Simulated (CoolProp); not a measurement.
Properties of 1-butene along the isobar 0.963 MPa.

Computed with CoolProp (reference Helmholtz-energy equation of state, Lemmon 2005). It is a short technical equation, of lower accuracy than the large ones.

```json
[
 {"T (K)": "164.3", "phase": "liquid", "Z": "0.05373", "cp (kJ/(kg K))": "1.906", "Joule-Thomson coefficient (K/MPa)": "-0.5467"},
 {"T (K)": "176.3", "phase": "liquid", "Z": "0.05094", "cp (kJ/(kg K))": "1.921", "Joule-Thomson coefficient (K/MPa)": "-0.5370"},
 {"T (K)": "188.3", "phase": "liquid", "Z": "0.04853", "cp (kJ/(kg K))": "1.940", "Joule-Thomson coefficient (K/MPa)": "-0.5251"},
 {"T (K)": "200.3", "phase": "liquid", "Z": "0.04644", "cp (kJ/(kg K))": "1.964", "Joule-Thomson coefficient (K/MPa)": "-0.5107"},
 {"T (K)": "212.3", "phase": "liquid", "Z": "0.04462", "cp (kJ/(kg K))": "1.991", "Joule-Thomson coefficient (K/MPa)": "-0.4940"},
 {"T (K)": "224.3", "phase": "liquid", "Z": "0.04303", "cp (kJ/(kg K))": "2.022", "Joule-Thomson coefficient (K/MPa)": "-0.4746"},
 {"T (K)": "236.3", "phase": "liquid", "Z": "0.04163", "cp (kJ/(kg K))": "2.057", "Joule-Thomson coefficient (K/MPa)": "-0.4524"},
 {"T (K)": "248.4", "phase": "liquid", "Z": "0.04041", "cp (kJ/(kg K))": "2.095", "Joule-Thomson coefficient (K/MPa)": "-0.4267"},
 {"T (K)": "260.4", "phase": "liquid", "Z": "0.03936", "cp (kJ/(kg K))": "2.138", "Joule-Thomson coefficient (K/MPa)": "-0.3973"},
 {"T (K)": "272.4", "phase": "liquid", "Z": "0.03845", "cp (kJ/(kg K))": "2.185", "Joule-Thomson coefficient (K/MPa)": "-0.3633"},
 {"T (K)": "284.4", "phase": "liquid", "Z": "0.03769", "cp (kJ/(kg K))": "2.237", "Joule-Thomson coefficient (K/MPa)": "-0.3235"},
 {"T (K)": "296.4", "phase": "liquid", "Z": "0.03706", "cp (kJ/(kg K))": "2.294", "Joule-Thomson coefficient (K/MPa)": "-0.2763"},
 {"T (K)": "308.4", "phase": "liquid", "Z": "0.03656", "cp (kJ/(kg K))": "2.359", "Joule-Thomson coefficient (K/MPa)": "-0.2191"},
 {"T (K)": "320.4", "phase": "liquid", "Z": "0.03621", "cp (kJ/(kg K))": "2.433", "Joule-Thomson coefficient (K/MPa)": "-0.1481"}
]
```
